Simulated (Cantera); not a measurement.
Input: 1 mol HMDSO, 0.17 mol H2O, 0.19 mol H2, held at 8.40e-5 bar.

These are equilibrium values from Cantera (NASA tables, ideal gas, pure condensed phases), not measurements of a reactor. Candidate condensed phases: C, C6H6, C7H8, C8H18, H2O, Si, SiC, SiO2; 123 gas species. The feed counts by its element totals alone. Mutual solubility and eutectic melting of coexisting phases are not modelled. The numbers say what is thermodynamically allowed, not how fast it happens.

x: gas mole fraction; n: condensed amount in mol.

```tsv
T (K)	x H2	x CO	x H	x SiO	n C(graphite)	n SiC(s)	n SiO2(α-quartz)	n SiO2(β-quartz)
750	1.000	7.09e-9	3.45e-11	<1e-12	4.58	1.42	0.585	0
850	1.000	2.30e-6	2.24e-9	3.48e-11	4.58	1.42	0	0.585
950	1.000	0.000216	6.07e-8	1.08e-8	4.58	1.42	0	0.584
1050	0.992	?	?	?	4.46	1.45	0	0.545
1150	0.889	0.111	7.68e-6	3.18e-5	2.83	2.00	0	0
1250	0.889	0.111	4.97e-5	6.16e-5	2.83	2.00	0	0
1350	0.889	0.111	0.000245	0.000108	2.83	2.00	0	0
1450	0.888	0.111	0.000972	0.000175	2.83	2.00	0	0
1550	0.886	0.111	?	?	2.84	2.00	0	0
1650	0.880	0.110	0.00930	0.000382	2.84	2.00	0	0
```

Task: Fill in the missing entries.

Result: 
- 1050, x CO: 0.00847
- 1050, x H: 8.81e-7
- 1050, x SiO: 1.10e-6
- 1550, x H: 0.00323
- 1550, x SiO: 0.000266
